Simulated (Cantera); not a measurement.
Low-pressure radical oxidation in H2/O2

A perfectly stirred reactor is fed with 2.63 % H2, 97.4 % O2, equivalence ratio 0.013, at 0.0133 bar; it is held at 1323 K, and followed from long to short residence time.

Detailed kinetics in Cantera: the H2/O2 subset of GRI-Mech 3.0, which has no nitrogen chemistry. Radical loss at walls, strong at low pressure, is not modelled.

```tsv
τ (s)	x H2	x O2	x H2O	x OH	x HO2	x H2O2	x H
5.4	3.04e-5	0.972	0.0262	0.000768	3.62e-7	1.60e-8	3.92e-5
1.3	7.09e-5	0.969	0.0258	0.00119	6.10e-7	2.32e-8	0.000147
0.32	0.000155	0.965	0.0253	0.00175	9.07e-7	3.02e-8	0.000467
0.079	0.000317	0.959	0.0244	0.00235	1.18e-6	3.60e-8	0.00111
0.019	0.000700	0.954	0.0233	0.00292	1.39e-6	4.29e-8	0.00183
0.0047	0.00190	0.953	0.0214	0.00365	1.58e-6	5.77e-8	0.00241
0.0012	0.00569	0.956	0.0170	0.00451	1.71e-6	7.99e-8	0.00263
```
x: mole fraction; the columns are a selection and need not sum to one.
